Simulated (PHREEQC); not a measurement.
A solution holds 0.031 mol/kgw ZnCl2, at 70 °C. Closed to the air; pH follows from the charge balance.

All values are PHREEQC results (ion-association model, phreeqc.dat), not measurements.

Q: The ionic strength comes out as 0.0777 mol/kgw. What activity coefficients do H+, Cl-, ZnCl+, ZnOH+, ZnCl4-2 get?

A: H+ 0.82, Cl- 0.77, ZnCl+ 0.77, ZnOH+ 0.78, ZnCl4-2 0.38.

No solid was allowed to form. Away from 25 °C the constants follow the database's enthalpies or fits; those with neither stay at their 25 °C values.
